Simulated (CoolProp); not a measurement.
Dimethyl carbonate along the isobar 5240 kPa: fugacity coefficient from the reference equation and from simpler models built on Tc = 283.9 °C, pc = 4909 kPa, ω = 0.346; each cubic takes its own stable root.

Values from CoolProp's reference Helmholtz-energy equation of state, Zhou 2011.

| T (°C) | phase | reference |
|---|---|---|
| 134.35 | liquid | 0.07135 |
| 150.65 | liquid | 0.1015 |
| 166.85 | liquid | 0.1392 |
| 183.05 | liquid | 0.1849 |
| 199.35 | liquid | 0.2393 |
| 215.55 | liquid | 0.3015 |
| 231.75 | liquid | 0.3711 |
| 248.05 | liquid | 0.4475 |

Q: How far does each simpler model (van der Waals, Redlich-Kwong, Peng-Robinson) lie from the reference over these 8 states: mean and median of the absolute difference, and the worst?

A: 
- van der Waals: mean 105.1 %, median 87.0 %, worst +238.1 % at 134.35 °C and 5240 kPa
- Redlich-Kwong: mean 37.8 %, median 34.5 %, worst +73.7 % at 134.35 °C and 5240 kPa
- Peng-Robinson: mean 0.2 %, median 0.2 %, worst -0.5 % at 248.05 °C and 5240 kPa
